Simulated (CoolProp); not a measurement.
A single-stage vapour-compression cycle with the fluid: evaporating at 258.15 K (dew point), condensing at 290.15 K (bubble point), superheat 10 K, subcooling 5 K, compressor efficiency 0.6, no pressure losses. The same conditions are run with several fluids, on thermodynamics alone (safety and materials aside).

The numbers come from the reference Helmholtz-energy equation of state of each fluid (R125: Lemmon 2005; ammonia: Gao 2020; R410A: Lemmon 2003; R123: Younglove 1994; nitrous oxide: Lemmon 2006; R1336mzz(E): Akasaka 2023) in CoolProp. Blends and air are pseudo-pure fits.

```csv
fluid,cooling COP,pressure ratio,discharge temperature (K),refrigerating effect (kJ/kg),volumetric capacity (kJ/m³)
R125,4.16,2.74,312.7,118,2860
ammonia,4.22,3.29,400.2,1210,2280
R410A,[?],[?],335.4,207,[?]
R123,4.50,4.29,324.8,[?],181
nitrous oxide,[?],2.27,346.6,221,11100
R1336mzz(E),4.41,4.00,309.8,140,380
```

### Question
Fill in the missing entries.

### Answer

- R410A, cooling COP: 4.17
- R410A, pressure ratio: 2.77
- R410A, volumetric capacity (kJ/m³): 3600
- R123, refrigerating effect (kJ/kg): 167
- nitrous oxide, cooling COP: 3.61
